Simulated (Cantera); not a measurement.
A perfectly stirred reactor is fed with 8.33 % NO, 91.7 % N2, at 5100 Pa; it is held at 2100 K, and followed from long to short residence time.

Detailed kinetics in Cantera: GRI-Mech 3.0 (53 species, 325 reactions).

Question: Predict: x(NO) at τ = 10.0 s; x(O2) at τ = 10.0 s; x(NO2) at τ = 10.0 s; x(O) at τ = 10.0 s; x(N2) at τ = 10.0 s; x(NO) at τ = 35.0 ms; x(O2) at τ = 35.0 ms; x(NO2) at τ = 35.0 ms; x(O) at τ = 35.0 ms; x(N2) at τ = 35.0 ms.

Answer: 
* **x(NO) at τ = 10.0 s**: 0.0263
* **x(O2) at τ = 10.0 s**: 0.0280
* **x(NO2) at τ = 10.0 s**: 3.18e-6
* **x(O) at τ = 10.0 s**: 0.00104
* **x(N2) at τ = 10.0 s**: 0.945
* **x(NO) at τ = 35.0 ms**: 0.0832
* **x(O2) at τ = 35.0 ms**: 1.93e-5
* **x(NO2) at τ = 35.0 ms**: 4.81e-7
* **x(O) at τ = 35.0 ms**: 5.16e-5
* **x(N2) at τ = 35.0 ms**: 0.917
